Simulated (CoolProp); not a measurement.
Vapour-liquid equilibrium of R22 (1) + n-pentane (2) at 331.1 K; x and y are mole fractions of (1).

The numbers come from the multi-fluid Helmholtz-energy mixture model, Kamei 1995 and Thol 2019; pair parameters Bell 2016 in CoolProp.

```csv
x,bubble pressure (MPa),y at the bubble point,dew pressure at overall composition x (MPa),liquid density (mol/L)
0.05,0.3552,0.431,0.2130,8.280
0.125,0.5735,0.653,0.2315,8.506
0.2,0.7740,0.748,0.2533,8.738
0.275,0.9551,0.801,0.2795,8.978
0.35,1.117,0.835,0.3115,9.225
0.425,1.263,0.860,0.3516,9.481
0.5,1.397,0.879,0.4033,9.747
0.575,1.523,0.896,0.4723,10.03
0.65,1.646,0.911,0.5692,10.32
0.725,1.771,0.926,0.7144,10.63
0.8,1.903,0.943,0.9516,10.96
0.875,2.046,0.962,1.368,11.33
0.95,2.205,0.983,1.958,11.74
```

No azeotrope shows between x = 0.05 and 0.95.

Pair parameters are fitted to limited data, so mixtures are less certain than the pure fluids. The gap from Raoult's law changes sign with composition, which may be real or a fault of the pair parameters; it wasn't checked against measurements.
